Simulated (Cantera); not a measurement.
Cantera run:

```python
import numpy as np
import cantera as ct

gas_names = """
    H HNO HNO2 HNO3 HO2 H2 H2O H2O2 H2S H2SO4 Mg MgH MgN MgO MgOH MgO2H2 MgS Mg2 N NH NH2 NH3 NH2OH NO
    NO2 NO3 N2 N2H2 N2H4 N2O O OH O2 O3 S SH SN SO SO2 SO3 S2 S2O S8
""".split()
cond_names = """
    H2O(s) H2O(L) H2SO4(L) Mg(cr) Mg(L) MgO(s) MgO(L) MgO2H2(s) MgS(s) MgSO4(s) MgSO4(L) S(cr1) S(cr2)
    S(L)
""".split()


# ... load() reads the species with a 1 bar reference pressure and builds the phases ...
atoms = {
    'MgO': {'Mg': 1, 'O': 1},
    'H2S': {'H': 2, 'S': 1},
    'N2': {'N': 2},
}
top_T = {'MgS(s)': 2250}  # K; cautious upper limits of use, not melting points


# ... equilibrate(T, P, feed) seeds the gas with the atoms and calls Mixture.equilibrate('TP', solver="vcs", rtol=1e-11, max_steps=5000) ...
results = []
T = 1198.15  # K
P = 31000  # Pa
for m in [0.13, 0.18, 0.25, 0.34, 0.47, 0.66, 0.91, 1.3, 1.7, 2.4, 3.4, 4.7]:
    feed = {'MgO': 1, 'H2S': m, 'N2': 12}  # mol
    mix = equilibrate(T, P, feed)
    results.append((T, P, feed, dict(zip(mix.species_names, mix.species_moles))))

top = {s: max(r[3][s] / sum(r[3][g] for g in gas_names) for r in results) for s in gas_names}
cols = sorted((s for s in top if top[s] > 0.0001), key=lambda s: -top[s])[:6]
seen = [c for c in cond_names if any(r[3].get(c, 0) > 1e-12 for r in results)]
print("log10 of partial pressures in bar; condensed amounts in mol")
print(f"{'n(H2S)':>10s}" + "".join(f"{s[:9]:>10s}" for s in cols + seen))
for T, P, feed, n in results:
    ng = sum(n[g] for g in gas_names)
    print(f"{feed['H2S']:10.4g}" + "".join(f"{np.log10(max(n[s] / ng * P / 1e5, 1e-99)):10.3f}" for s in cols)
          + "".join(f"{n.get(c, 0):10.4g}" for c in seen))
```

Output:

```
log10 of partial pressures in bar; condensed amounts in mol
    n(H2S)        N2       H2S        H2        S2       H2O        SH    MgO(s)    MgS(s)
      0.13    -0.515    -2.882    -2.724    -3.025    -3.971    -5.317    0.9958    0.0042
      0.18    -0.517    -2.711    -2.610    -2.911    -3.800    -5.203    0.9937  0.006254
      0.25    -0.520    -2.542    -2.497    -2.799    -3.631    -5.090    0.9907  0.009296
      0.34    -0.524    -2.387    -2.394    -2.695    -3.476    -4.987    0.9866    0.0134
      0.47    -0.529    -2.227    -2.287    -2.589    -3.316    -4.880    0.9804   0.01961
      0.66    -0.537    -2.064    -2.178    -2.480    -3.153    -4.772    0.9709   0.02906
      0.91    -0.546    -1.914    -2.078    -2.380    -3.003    -4.672     0.958   0.04197
       1.3    -0.561    -1.753    -1.971    -2.273    -2.843    -4.565    0.9372   0.06277
       1.7    -0.575    -1.638    -1.894    -2.196    -2.727    -4.488    0.9153   0.08467
       2.4    -0.599    -1.496    -1.800    -2.102    -2.586    -4.393    0.8762    0.1238
       3.4    -0.631    -1.363    -1.711    -2.013    -2.453    -4.305     0.819     0.181
       4.7    -0.669    -1.250    -1.636    -1.937    -2.339    -4.229    0.7435    0.2565
```

Method: chemical equilibrium by Gibbs-energy minimisation in Cantera with the NASA 1993 tables (ideal gas, pure condensed phases). Mutual solubility and eutectic melting of coexisting phases are not modelled. Gases not in the tables: S3 to S7.
